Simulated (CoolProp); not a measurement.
Values from CoolProp's reference Helmholtz-energy equation of state, McLinden 2020.

Problem. For R1336mzz(Z), give the phase and the Z, cp (kJ/(kg K)), cv (kJ/(kg K)), speed of sound (m/s) at 352.9 K and 25.8 MPa.

Solution. 
- 352.9 K and 25.8 MPa: liquid; Z 1.09, cp 1.25, cv 0.982, speed of sound 641
